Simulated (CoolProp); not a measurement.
Vapour-liquid equilibrium of neopentane (1) + n-pentane (2) at 0.849 MPa; x and y are mole fractions of (1).

Computed with CoolProp (multi-fluid Helmholtz-energy mixture model, Lemmon 2006 and Thol 2019; pair parameters Bell 2016).

| x | bubble temperature (K) | y at the bubble point | dew temperature at overall composition x (K) | liquid density (mol/L) |
|---|---|---|---|---|
| 0.05 | 388.0 | 0.077 | 388.7 | 7.130 |
| 0.125 | 385.3 | 0.186 | 386.9 | 7.129 |
| 0.2 | 382.7 | 0.287 | 385.0 | 7.126 |
| 0.275 | 380.2 | 0.380 | 383.0 | 7.122 |
| 0.35 | 377.7 | 0.467 | 381.0 | 7.117 |
| 0.425 | 375.4 | 0.546 | 378.9 | 7.110 |
| 0.5 | 373.1 | 0.620 | 376.8 | 7.102 |
| 0.575 | 370.9 | 0.689 | 374.5 | 7.092 |
| 0.65 | 368.7 | 0.753 | 372.1 | 7.081 |
| 0.725 | 366.7 | 0.812 | 369.7 | 7.068 |
| 0.8 | 364.7 | 0.868 | 367.1 | 7.055 |
| 0.875 | 362.8 | 0.920 | 364.4 | 7.040 |
| 0.95 | 360.9 | 0.969 | 361.6 | 7.024 |

No azeotrope shows between x = 0.05 and 0.95.

The pair parameters rest on a limited set of measurements; away from them the model extrapolates.
